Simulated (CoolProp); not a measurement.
Vapour pressure (bar) of n-perfluorohexane: the reference equation beside estimates from Tc = 174.9 °C, pc = 17.42 bar, ω = 0.497. Clausius-Clapeyron is anchored at 118.45 °C with a constant enthalpy of vaporisation of 21.41 kJ/mol.

Model: reference Helmholtz-energy equation of state, Gao 2022, in CoolProp.

| T (°C) | reference | Lee-Kesler | Clausius-Clapeyron | van der Waals | Redlich-Kwong | Soave-Redlich-Kwong |
|---|---|---|---|---|---|---|
| 60.05 | 1.118 | 1.121 | 1.746 | 4.723 | 2.490 | 1.122 |
| 74.65 | 1.769 | 1.777 | 2.416 | 5.802 | 3.446 | 1.785 |
| 89.25 | 2.679 | 2.694 | 3.255 | 7.027 | 4.633 | 2.717 |
| 103.85 | 3.910 | 3.934 | 4.287 | 8.403 | 6.073 | 3.983 |
| 118.45 | 5.530 | 5.568 | 5.530 | 9.935 | 7.791 | 5.656 |
| 133.05 | 7.620 | 7.677 | 7.005 | 11.63 | 9.808 | 7.812 |
| 147.65 | 10.28 | 10.37 | 8.729 | 13.49 | 12.14 | 10.53 |
| 162.25 | 13.67 | 13.77 | 10.72 | 15.52 | 14.82 | 13.91 |

Absolute difference from the reference over all 8 rows, mean and median: Lee-Kesler 0.6 and 0.7 %, Clausius-Clapeyron 21.1 and 18.3 %, van der Waals 125.6 and 97.3 %, Redlich-Kwong 55.2 and 48.1 %, Soave-Redlich-Kwong 1.7 and 1.8 %.
